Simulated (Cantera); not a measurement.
What does this Cantera script print?

```python
import numpy as np
import cantera as ct

gas = ct.Solution("gri30.yaml")
gas.TPX = 1525, 100000, {'C2H4': 1, 'H2': 8.7}
reactor = ct.IdealGasConstPressureReactor(gas, energy="off", clone=False)
net = ct.ReactorNet([reactor])
net.rtol, net.atol = 1e-08, 1e-18
show = ['C2H4', 'H2', 'C2H', 'C2H2', 'H', 'CH2']
times = np.geomspace(3e-06, 200, 11)

steps = ct.SolutionArray(gas, extra=["t"])
rows = []
print(f"{'t/s':>10s}{'T/K':>9s}{'P/Pa':>11s}" + "".join(f"{s:>11s}" for s in show))
for t in times:
    while net.time < t:
        t_next = net.step()
        steps.append(gas.state, t=t_next)
    rows.append([np.interp(t, steps.t, y) for y in (steps.T, steps.P, *steps(*show).X.T)])
    print(f"{t:10.3e}{rows[-1][0]:9.1f}{rows[-1][1]:11.4g}" + "".join(f"{x:11.3e}" for x in rows[-1][2:]))
rate = np.gradient(steps.T, steps.t)
print("integrator steps:", len(steps.t))
if steps.T.max() > steps.T[0] + 200:
    print(f"time of steepest temperature rise: {steps.t[rate.argmax()]:.4e} s")
gas.TPX = 1525, 100000, {'C2H4': 1, 'H2': 8.7}
gas.equilibrate("TP")
print(f"equilibrium (TP): T = {gas.T:.1f} K  " + "  ".join(f"{s} {gas[s].X[0]:.3e}" for s in show))
```

Output:

```
       t/s      T/K       P/Pa       C2H4         H2        C2H       C2H2          H        CH2
 3.000e-06   1525.0      1e+05  1.031e-01  8.969e-01  3.618e-16  6.360e-06  2.330e-08  3.070e-13
 1.818e-05   1525.0      1e+05  1.030e-01  8.969e-01  1.367e-14  3.900e-05  1.434e-07  2.912e-12
 1.101e-04   1525.0      1e+05  1.028e-01  8.969e-01  6.100e-13  2.545e-04  9.807e-07  2.113e-11
 6.673e-04   1525.0      1e+05  9.805e-02  8.972e-01  3.838e-10  4.337e-03  3.624e-05  7.909e-10
 4.043e-03   1525.0      1e+05  3.718e-02  8.992e-01  8.891e-09  5.703e-02  6.398e-05  1.108e-09
 2.449e-02   1525.0      1e+05  1.414e-02  8.964e-01  8.480e-09  7.458e-02  4.652e-05  8.230e-10
 1.484e-01   1525.0      1e+05  1.236e-02  8.814e-01  5.381e-09  6.584e-02  3.288e-05  1.033e-09
 8.992e-01   1525.0      1e+05  8.915e-03  8.512e-01  2.859e-09  4.799e-02  2.314e-05  1.183e-09
 5.448e+00   1525.0      1e+05  8.076e-03  8.435e-01  2.468e-09  4.344e-02  2.188e-05  1.222e-09
 3.301e+01   1525.0      1e+05  8.076e-03  8.435e-01  2.468e-09  4.344e-02  2.188e-05  1.222e-09
 2.000e+02   1525.0      1e+05  8.076e-03  8.435e-01  2.468e-09  4.344e-02  2.188e-05  1.222e-09
integrator steps: 1089
equilibrium (TP): T = 1525.0 K  C2H4 8.076e-03  H2 8.435e-01  C2H 2.468e-09  C2H2 4.344e-02  H 2.188e-05  CH2 1.222e-09
```

Model: GRI-Mech 3.0 (53 species, 325 reactions), integrated in Cantera. GRI-Mech 3.0 was tuned for natural gas; its chemistry of ethylene as a main component is partial and can be far from experiment. GRI-Mech 3.0 stops at C3 and has no aromatics, soot or wall deposition, so with more carbon than oxygen in the feed, carbon stays in small species such as C2H2 where larger ones or solid carbon would form.
